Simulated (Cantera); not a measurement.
An isothermal, constant-pressure homogeneous reactor starts with N2O : H2 : N2 = 1 : 0.024 : 3.4 (molar parts), at 1325 K and 13300 Pa.

Model: GRI-Mech 3.0 (53 species, 325 reactions), integrated in Cantera. GRI-Mech 3.0 was tuned for natural gas; its chemistry of N2O as a main component is partial and can be far from experiment. The mechanism lacks the step 2 NO + O2 → 2 NO2, which can matter for NO2 below about 1400 K. The temperature is held fixed by assumption; the heat of reaction is taken as removed at once.

Question: Predict: x(N2O) at 90.0 s; x(H2) at 90.0 s; x(NO) at 90.0 s; x(O2) at 90.0 s; x(OH) at 90.0 s; x(H2O) at 90.0 s.

Answer: 
```json
{
 "x(N2O) at 90.0 s": "1.88e-7 (gas-phase equilibrium 8.72e-9)",
 "x(H2) at 90.0 s": "6.16e-9 (gas-phase equilibrium 5.74e-9)",
 "x(NO) at 90.0 s": "0.0263 (gas-phase equilibrium 0.000342)",
 "x(O2) at 90.0 s": "0.0861 (gas-phase equilibrium 0.0992)",
 "x(OH) at 90.0 s": "4.10e-6 (gas-phase equilibrium 4.24e-6)",
 "x(H2O) at 90.0 s": "0.00488 (gas-phase equilibrium 0.00488)"
}
```
